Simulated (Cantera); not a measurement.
Charge: 1 mol BF₃, 0.19 mol NH₃, 17 mol H₂O, equilibrated at 1625 °C and 0.000240 bar.

Method: chemical equilibrium by Gibbs-energy minimisation in Cantera with the NASA 1993 tables (ideal gas, pure condensed phases). Candidate condensed phases: B, BN, B₂O₃, B₃O₃H₃, H₂O; 62 gas species. Kinetics and transport are ignored.

Base state: H₂O 0.720, HF 0.134, H₂ 0.0485, HBO₂ 0.0332, BOF 0.0157, O₂ 0.0151, OH 0.0135, H 0.0111 (mole fractions); condensed: gas only.

Q: What changes in the equilibrium state with this change: pressure from 0.000240 bar to 0.100 bar?

A: 
```json
[
 {"species": "H₂O", "before": "0.720", "after": "0.787"},
 {"species": "HF", "before": "0.134", "after": "0.139"},
 {"species": "HBO₂", "before": "0.0332", "after": "0.0354"},
 {"species": "H₂", "before": "0.0485", "after": "0.0160"},
 {"species": "O₂", "before": "0.0151", "after": "0.000396"},
 {"species": "H", "before": "0.0111", "after": "0.000313"},
 {"species": "OH", "before": "0.0135", "after": "0.00126"},
 {"species": "BOF", "before": "0.0157", "after": "0.0158"},
 {"species": "O", "before": "0.00233", "after": "1.85e-5"},
 {"species": "BO", "before": "3.15e-5", "after": "8.63e-7"}
]
```
